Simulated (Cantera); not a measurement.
An adiabatic, constant-pressure homogeneous reactor starts with CH4 : H2 : O2 : N2 = 1 : 0.044 : 1.84 : 8.46 (molar parts), equivalence ratio 1.1, at 1425 K and 0.600 bar. Integrator tolerance rtol = 1e-08.

Model: GRI-Mech 3.0 (53 species, 325 reactions), integrated in Cantera.

Problem. What does this change do: H2 0.044 to 0.024 parts?

Solution. 
```
quantity                                                            before                                    after
---------------------------------  ---------------------------------------  ---------------------------------------
time of steepest temperature rise                                  3.59 ms                                  4.05 ms
temperature at 0.200 s                                              2620 K                                   2619 K
equilibrium temperature                                             2620 K                                   2619 K
x(CH4) at 0.200 s                    <1e-12 (gas-phase equilibrium <1e-12)    <1e-12 (gas-phase equilibrium <1e-12)
x(H2) at 0.200 s                     0.0201 (gas-phase equilibrium 0.0201)    0.0195 (gas-phase equilibrium 0.0195)
x(O2) at 0.200 s                   0.00917 (gas-phase equilibrium 0.00917)  0.00944 (gas-phase equilibrium 0.00944)
x(NO) at 0.200 s                   0.00561 (gas-phase equilibrium 0.00561)  0.00569 (gas-phase equilibrium 0.00569)
x(O) at 0.200 s                    0.00317 (gas-phase equilibrium 0.00317)  0.00319 (gas-phase equilibrium 0.00319)
```

Problem. What does this change do: initial temperature 1425 to 1275 K?

Solution. 
```csv
quantity,before,after
time of steepest temperature rise,3.59 ms,20.6 ms
temperature at 0.200 s,2620 K,2559 K
equilibrium temperature,2620 K,2559 K
x(CH4) at 0.200 s,<1e-12 (gas-phase equilibrium <1e-12),<1e-12 (gas-phase equilibrium <1e-12)
x(H2) at 0.200 s,0.0201 (gas-phase equilibrium 0.0201),0.0178 (gas-phase equilibrium 0.0178)
x(O2) at 0.200 s,0.00917 (gas-phase equilibrium 0.00917),0.00727 (gas-phase equilibrium 0.00727)
x(NO) at 0.200 s,0.00561 (gas-phase equilibrium 0.00561),0.00454 (gas-phase equilibrium 0.00454)
x(O) at 0.200 s,0.00317 (gas-phase equilibrium 0.00317),0.00213 (gas-phase equilibrium 0.00213)
```

Problem. What does this change do: initial temperature 1425 to 1575 K?

Solution. 
```
quantity                                                            before                                    after
---------------------------------  ---------------------------------------  ---------------------------------------
time of steepest temperature rise                                  3.59 ms                                 0.886 ms
temperature at 0.200 s                                              2620 K                                   2677 K
equilibrium temperature                                             2620 K                                   2677 K
x(CH4) at 0.200 s                    <1e-12 (gas-phase equilibrium <1e-12)    <1e-12 (gas-phase equilibrium <1e-12)
x(H2) at 0.200 s                     0.0201 (gas-phase equilibrium 0.0201)    0.0225 (gas-phase equilibrium 0.0225)
x(O2) at 0.200 s                   0.00917 (gas-phase equilibrium 0.00917)    0.0110 (gas-phase equilibrium 0.0110)
x(NO) at 0.200 s                   0.00561 (gas-phase equilibrium 0.00561)  0.00669 (gas-phase equilibrium 0.00669)
x(O) at 0.200 s                    0.00317 (gas-phase equilibrium 0.00317)  0.00446 (gas-phase equilibrium 0.00446)
```
